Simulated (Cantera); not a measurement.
Input: 1 mol FeCl2, 28 mol H2, 0.12 mol N2, equilibrated at 1402 °C and 0.100 bar.

Cantera equilibrium calculation (NASA polynomials, part measured and part estimated; ideal gas, pure solids and liquids). Candidate condensed phases: Fe, FeCl2, FeCl3, NH4Cl; 18 gas species. The numbers say what is thermodynamically allowed, not how fast it happens.

Base state: H2 0.931, HCl 0.0608, N2 0.00412, FeCl2 0.00392, H 0.000354, Fe 4.15e-5, Cl 1.81e-5 (mole fractions); condensed: Fe(δ).

Problem. What changes in the equilibrium state with this change: pressure from 0.100 bar to 0.0100 bar?

Solution. 
```json
[
 {"species": "H2", "before": "0.931", "after": "0.930"},
 {"species": "HCl", "before": "0.0608", "after": "0.0607"},
 {"species": "N2", "before": "0.00412", "after": "0.00412"},
 {"species": "H", "before": "0.000354", "after": "0.00112"},
 {"species": "Fe", "before": "4.15e-5", "after": "0.000415"},
 {"species": "FeCl2", "before": "0.00392", "after": "0.00392"},
 {"species": "Cl", "before": "1.81e-5", "after": "5.71e-5"},
 {"species": "Fe(δ), mol", "before": "0.885", "after": "0.874"}
]
```
